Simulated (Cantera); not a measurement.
A perfectly stirred reactor is fed with CH₄ : C₂H₆ : C₃H₈ : O₂ : N₂ = 1 : 0.092 : 0.037 : 2.28 : 22.8 (molar parts), equivalence ratio 1.1, at 2.80 bar; it is adiabatic with a 350 K inlet, and is followed from long to short residence time, starting on the burning branch (τ in s: 0.056, 0.022, 0.009, 0.0036, 0.0014, 0.00057, 0.00023, 9e-05, 3.6e-05, 1.4e-05, 5.7e-06).

Cantera simulation using GRI-Mech 3.0 (53 species, 325 reactions); the numbers are that mechanism's predictions, not measurements.

### Question
What does this change do: inlet temperature 350 to 675 K?

### Answer
| quantity | before | after |
|---|---|---|
| state | not burning at any residence time tried | not reached |
| x(CH₄) at τ = 56.0 ms | 0.0382 | 0.000429 |
| x(C₂H₆) at τ = 56.0 ms | 0.00351 | 5.72e-6 |
| x(C₃H₈) at τ = 56.0 ms | 0.00141 | 4.40e-7 |
| x(CO₂) at τ = 56.0 ms | <1e-12 | 0.0374 |
| x(H) at τ = 56.0 ms | <1e-12 | 5.47e-5 |
| x(CH₄) at τ = 0.570 ms | 0.0382 | 0.0382 |
| x(C₂H₆) at τ = 0.570 ms | 0.00351 | 0.00351 |
| x(C₃H₈) at τ = 0.570 ms | 0.00141 | 0.00141 |
| x(CO₂) at τ = 0.570 ms | <1e-12 | <1e-12 |
| x(H) at τ = 0.570 ms | <1e-12 | <1e-12 |
| blow-out, bracketed by the residence times tried | not reached | burning at 9.00 ms, out at 3.60 ms |
